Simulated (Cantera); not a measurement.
What does this Cantera script print?

```python
import numpy as np
import cantera as ct

gas = ct.Solution("gri30.yaml")
gas.TPX = 675, 500000, {'CH4': 1, 'H2': 0.076, 'O2': 1.7, 'N2': 4.42}
flame = ct.FreeFlame(gas, width=0.013)
flame.set_refine_criteria(ratio=3, slope=0.08, curve=0.16)
flame.transport_model = "mixture-averaged"
flame.solve(loglevel=0, auto=True)
z, T = flame.grid, flame.T
thick = (T[-1] - T[0]) / np.gradient(T, z).max()
show = ['CH4', 'H2', 'O2', 'HCN', 'HCO', 'NO2']
print(f"laminar burning velocity  {flame.velocity[0] * 100:.3f} cm/s")
print(f"burnt temperature         {T[-1]:.1f} K")
print(f"thermal thickness         {thick * 1e3:.4f} mm")
print(f"grid points               {len(z)}")
z0 = z[flame.heat_release_rate.argmax()]
print(f"{'z/mm':>9s}{'T/K':>9s}{'u/(m/s)':>9s}" + "".join(f"{s:>11s}" for s in show))
rows = []
for k in (-3, -2, -1.5, -1, -0.5, -0.25, 0, 0.25, 0.5, 1, 2, 4, 8):
    zz = z0 + k * thick
    rows.append([k * thick, np.interp(zz, z, T), np.interp(zz, z, flame.velocity),
                 *(np.interp(zz, z, flame.X[gas.species_index(s)]) for s in show)])
    print(f"{rows[-1][0] * 1e3:9.3f}{rows[-1][1]:9.1f}{rows[-1][2]:9.3f}" + "".join(f"{x:11.3e}" for x in rows[-1][3:]))
```

It prints:

```
laminar burning velocity  172.076 cm/s
burnt temperature         2682.4 K
thermal thickness         0.0595 mm
grid points               163
     z/mm      T/K  u/(m/s)        CH4         H2         O2        HCN        HCO        NO2
   -0.178    675.3    1.724  1.387e-01  1.201e-02  2.359e-01  2.447e-10  7.081e-17  3.266e-10
   -0.119    677.8    1.735  1.381e-01  1.478e-02  2.351e-01  3.770e-09  2.781e-14  4.621e-09
   -0.089    689.3    1.771  1.365e-01  1.838e-02  2.335e-01  2.779e-08  5.098e-12  3.013e-08
   -0.059    768.1    1.991  1.293e-01  2.564e-02  2.264e-01  3.069e-07  2.151e-09  2.261e-07
   -0.030   1246.4    3.302  9.101e-02  3.800e-02  1.814e-01  3.815e-06  2.606e-06  4.431e-07
   -0.015   1722.2    4.637  5.045e-02  4.447e-02  1.275e-01  1.007e-05  3.492e-05  1.859e-07
    0.000   2156.9    5.887  1.404e-02  4.642e-02  6.760e-02  2.152e-05  9.164e-05  4.154e-08
    0.015   2375.0    6.503  1.729e-03  4.198e-02  3.052e-02  2.671e-05  5.539e-05  2.095e-08
    0.030   2447.3    6.683  1.329e-04  3.788e-02  1.550e-02  1.692e-05  9.918e-06  2.649e-08
    0.059   2505.6    6.802  7.461e-07  3.607e-02  7.949e-03  3.707e-06  4.899e-07  3.375e-08
    0.119   2569.3    6.942  2.928e-10  3.547e-02  5.350e-03  2.594e-07  3.110e-07  3.776e-08
    0.238   2629.9    7.080  2.234e-13  3.424e-02  3.636e-03  6.183e-09  2.255e-07  4.282e-08
    0.476   2670.3    7.171  2.881e-13  3.327e-02  2.517e-03  2.213e-09  1.747e-07  5.102e-08
```

Computed with Cantera and GRI-Mech 3.0 (53 species, 325 reactions). Burning velocities carry a grid error of a few per cent, more on coarse grids.
